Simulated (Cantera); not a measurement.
A closed system holds: 1 mol Si3N4, 7.8 mol N2, 0.18 mol Si, equilibrated at 2652 °C and 1 atm.

Equilibrium computed with Cantera from the NASA thermochemical tables; the gas is ideal and each condensed phase is pure. Candidate condensed phases: Si, Si3N4; 7 gas species. The tables' values for SiN are old estimates; treat these amounts as uncertain. The numbers say what is thermodynamically allowed, not how fast it happens.

Base state: N2 0.919, Si 0.0705, SiN 0.00397, Si2 0.00319, Si2N 0.00273, Si3 0.000477 (mole fractions); condensed: Si(l).

### Question
What changes in the equilibrium state with this change: 0.017 mol O2 added?

### Answer
```tsv
species	before	after
N2	0.919	0.916
Si	0.0705	0.0705
SiN	0.00397	0.00397
SiO	0	0.00319
Si2N	0.00273	0.00273
Si3	0.000477	0.000477
Si2	0.00319	0.00319
Si(l), mol	2.25	2.21
```
Further candidate phases: SiO2, Si2N2O.

### Question
What changes in the equilibrium state with this change: 0.4 mol NH3 added?

### Answer
| species | before | after |
|---|---|---|
| N2 | 0.919 | 0.855 |
| Si | 0.0705 | 0.0705 |
| H2 | 0 | 0.0382 |
| H | 0 | 0.0242 |
| SiH | 0 | 0.00210 |
| SiH2 | 0 | 0.000143 |
| SiN | 0.00397 | 0.00383 |
| Si(l), mol | 2.25 | 2.14 |
Gases not in the tables: Si2H6 and higher silanes.
